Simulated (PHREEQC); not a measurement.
Consider water at 70 °C with 0.59 mol/kgw MgCl2 and 0.3 mol/kgw MgSO4. Closed to the air; pH follows from the charge balance.

All values are PHREEQC results (Pitzer model, pitzer.dat), not measurements.

```json
[
 {"quantity": "MgOH+ (mol/kgw)", "before": "6.78e-6", "after": "4.92e-6"},
 {"quantity": "SI of Bischofite (MgCl2:6H2O)", "before": "-5.27", "after": "-6.47"},
 {"quantity": "SI of MgCl2_4H2O (MgCl2:4H2O)", "before": "-7.27", "after": "-8.48"}
]
```

Problem. Which change was made?
A. temperature from 70 to 30 °C
B. MgSO4 from 0.3 to 0.33 mol/kgw
C. MgCl2 from 0.59 to 0.885 mol/kgw
D. MgSO4 left out
E. MgCl2 replaced by NaCl at the same molality

Solution. E, MgCl2 replaced by NaCl at the same molality

Precipitation was switched off in this run. At this temperature some constants are extrapolated from 25 °C, and those without enthalpy data are left unchanged.
